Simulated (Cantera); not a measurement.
Input (Python, Cantera):

```python
import numpy as np
import cantera as ct

surf = ct.Interface("diamond.yaml", "diamond_100")
gas, bulk = surf.adjacent["gas"], surf.adjacent["diamond"]
k = surf.kinetics_species_index(bulk.species_names[0])
cover = ["c6HH", "c6H*", "c6*H", "c6**", "c6HM", "c6B"]

rows, drift = [], 0.0
print(f"{'xH':>10s}{'um/h':>11s}" + "".join(f"{s:>11s}" for s in cover))
for v in [0.0001, 0.00023, 0.00051, 0.0012, 0.0026, 0.0059, 0.013, 0.03, 0.068]:
    T, P, xH, xCH3 = 1025, 15000, v, 0.00015
    gas.TPX = T, P, {"H": xH, "CH3": xCH3, "CH4": 0.024, "H2": 1 - xH - xCH3 - 0.024}
    surf.TP = bulk.TP = T, P
    surf.coverages = "c6H*:0.1, c6HH:0.9"
    surf.advance_coverages(100.0)
    before = surf.coverages
    surf.advance_coverages(100.0)
    drift = max(drift, np.max(np.abs(surf.coverages - before) / (surf.coverages + 1e-9)))
    rate = surf.net_production_rates[k] * bulk.mean_molecular_weight / bulk.density * 3.6e9
    rows.append([rate, *surf[cover].coverages])
    print(f"{v:10.4g}{rate:11.4e}" + "".join(f"{x:11.3e}" for x in rows[-1][1:]))
```

It prints:

```
        xH       um/h       c6HH       c6H*       c6*H       c6**       c6HM        c6B
    0.0001 3.3229e+00  4.625e-01  1.368e-02  2.615e-01  3.356e-03  1.839e-01  9.017e-09
   0.00023 5.9311e+00  4.785e-01  1.566e-02  2.992e-01  5.657e-03  1.428e-01  1.609e-08
   0.00051 8.6150e+00  5.090e-01  1.748e-02  3.339e-01  7.894e-03  9.357e-02  2.338e-08
    0.0012 1.0866e+01  5.385e-01  1.898e-02  3.622e-01  9.713e-03  5.018e-02  2.949e-08
    0.0026 1.2108e+01  5.556e-01  1.983e-02  3.776e-01  1.070e-02  2.581e-02  3.286e-08
    0.0059 1.2811e+01  5.653e-01  2.039e-02  3.861e-01  1.127e-02  1.203e-02  3.476e-08
     0.013 1.3153e+01  5.699e-01  2.082e-02  3.898e-01  1.156e-02  5.606e-03  3.569e-08
      0.03 1.3356e+01  5.721e-01  2.146e-02  3.912e-01  1.177e-02  2.465e-03  3.624e-08
     0.068 1.3535e+01  5.730e-01  2.269e-02  3.908e-01  1.201e-02  1.101e-03  3.673e-08
```

Cantera simulation using the Harris–Goodwin 1993 mechanism for the reconstructed diamond (100) surface; the numbers are that mechanism's predictions, not measurements.
